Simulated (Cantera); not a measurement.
A closed system holds: 1 mol PbO, 0.37 mol C, 0.19 mol H2, equilibrated at 390000 Pa.

These are equilibrium values from Cantera (NASA tables, ideal gas, pure condensed phases), not measurements of a reactor. Candidate condensed phases: C, C6H6, C7H8, C8H18, H2O, Pb, PbO, PbO2, Pb3O4; 113 gas species. Gases not in the tables: (PbO)n polymers. Rates play no part. All values below are at 2248 K.

Base state: Pb 0.532, CO2 0.185, H2O 0.115, PbO 0.103, CO 0.0529, H2 0.00608, Pb2 0.00348, OH 0.000825 (mole fractions); condensed: gas only.

Q: What changes in the equilibrium state with this change: PbO replaced by SiO2?

A: 
| species | before | after |
|---|---|---|
| SiO | 0 | 0.398 |
| CO | 0.0529 | 0.397 |
| H2 | 0.00608 | 0.203 |
| Pb | 0.532 | 0 |
| PbO | 0.103 | 0 |
| CO2 | 0.185 | 0.000104 |
| H2O | 0.115 | 0.000288 |
| Pb2 | 0.00348 | 0 |
| O2 | 0.000217 | <1e-9 |
| Si | 0 | 6.36e-5 |
| SiH2 | 0 | 3.22e-5 |
| SiH | 0 | 2.29e-5 |
| SiO2(l), mol | 0 | 0.630 |
The tables hold silica as quartz up to 1696 K and as liquid above; real silica turns to tridymite and cristobalite and melts near 1996 K. Gases not in the tables: Si2H6 and higher silanes. Further candidate phases: Si, SiC, SiO2.
